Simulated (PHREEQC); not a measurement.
Make-up at 25 °C: 0.15 mol/kgw KHSO4 and 0.00023 mol/kgw K2SiO3. Closed to the air; pH follows from the charge balance.

Equilibrium calculation in PHREEQC: Pitzer model, pitzer.dat.

No solid was allowed to form.

**Question.** Predict the pH, activity of water, osmotic coefficient.

**Answer.** pH 1.34; activity of water 0.994; osmotic coefficient 0.830.

**Question.** In which forms is S present?

**Answer.** HSO4- 54 %, SO4-2 46 % of the S.
